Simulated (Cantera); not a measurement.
Feed: 1 mol Si2H6, 0.088 mol O3, 110 mol N2, 1.5 mol N2O, equilibrated at 57.0 Pa.

Cantera equilibrium calculation (NASA polynomials, part measured and part estimated; ideal gas, pure solids and liquids). Candidate condensed phases: H2O, Si, SiO2, Si2N2O, Si3N4; 35 gas species. The feed counts by its element totals alone. The tables' values for SiN are old estimates; treat these amounts as uncertain. Equilibrium is a limit: real reactors are often held back by kinetics, nucleation or transport.

x: gas mole fraction; n: condensed amount in mol.

```tsv
T (°C)	x N2	x H2	x H	x SiO	n Si3N4(s)	n Si(s)	n Si(l)
1350	0.959	0.0256	0.000463	0.0152	0.0686	0	0
1400	0.958	0.0254	[?]	0.0152	0	[?]	0
1450	0.957	0.0251	[?]	0.0151	0	0	[?]
1500	0.956	0.0248	0.00188	0.0151	0	0	0
1550	0.956	0.0243	0.00283	0.0151	0	0	0
1600	0.955	0.0236	0.00415	0.0151	0	0	0
1650	0.954	0.0227	0.00594	0.0151	0	0	0
1700	0.953	0.0215	0.00829	0.0151	0	0	0
1750	0.952	0.0200	0.0112	0.0151	0	0	0
1800	0.950	0.0181	0.0148	0.0150	0	0	0
1850	0.948	0.0160	0.0190	0.0150	0	0	0
```

Q: Fill in the missing entries.

A: 
- 1450, x H: 0.00121
- 1450, n Si(l): 0.0193
- 1400, x H: 0.000760
- 1400, n Si(s): 0.143
